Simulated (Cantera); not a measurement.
Feed: 1 mol C2H4, 0.23 mol CO2, held at 2375 K and 0.600 bar.

Equilibrium computed with Cantera from the NASA thermochemical tables; the gas is ideal and each condensed phase is pure. Equilibrium is a limit: real reactors are often held back by kinetics, nucleation or transport.

| species | before | after |
|---|---|---|
| H2 | 0.793 | 0.812 |
| CO | 0.185 | 0.187 |
| CH4 | 7.02e-5 | 0.000646 |
| H | 0.0162 | 6.33e-5 |
| C2H2 (acetylene) | 0.00493 | 2.23e-5 |
| C4H2 | 1.26e-5 | <1e-9 |
| H2O | 2.98e-6 | 7.97e-5 |
| CH3 | 2.65e-5 | 1.02e-6 |
| C(graphite), mol | 1.75 | 1.77 |
Gas species are given as mole fractions.

Which change was made?
A. CO2 from 0.23 to 2.9 mol
B. pressure from 0.600 bar to 89.0 Pa
C. CO2 from 0.23 to 0.86 mol
D. temperature from 2375 K to 1600 K

D, temperature from 2375 K to 1600 K
